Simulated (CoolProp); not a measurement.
The numbers come from the reference Helmholtz-energy equation of state, Lemmon 2006 in CoolProp. It is a short technical equation, of lower accuracy than the large ones.

### Question
For neopentane, give the phase and the speed of sound (m/s) at 318.2 K and 9.17 bar; 276.5 K and 3.37 bar; 469.2 K and 0.299 bar.

### Answer
- 318.2 K and 9.17 bar: liquid; speed of sound 761
- 276.5 K and 3.37 bar: liquid; speed of sound 962
- 469.2 K and 0.299 bar: gas; speed of sound 238
